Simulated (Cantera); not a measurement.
A closed system holds: 1 mol LiOH, 1.5 mol H2O, 0.04 mol H2, at 1773.15 K and 10.0 mbar.

Equilibrium computed with Cantera from the NASA thermochemical tables; the gas is ideal and each condensed phase is pure. Candidate condensed phases: H2O, Li, LiH, LiOH, Li2O; 17 gas species. Rates play no part.

**Question.** What is the equilibrium state?

**Answer.** 
```json
{
  "x(H2O)": "0.593",
  "x(LiOH)": "0.385",
  "x(H2)": "0.0141",
  "x(Li)": "0.00508",
  "x(Li2O)": "0.00100",
  "x(OH)": "0.000883",
  "x(H)": "0.000338",
  "x(O2)": "0.000310",
  "x(Li2(OH)2)": "8.91e-5",
  "gas_amount": "2.549 mol",
  "log10 activity of Li2O(s) (absent)": "-1.45",
  "log10 activity of Li(l) (absent)": "-4.69"
}
```
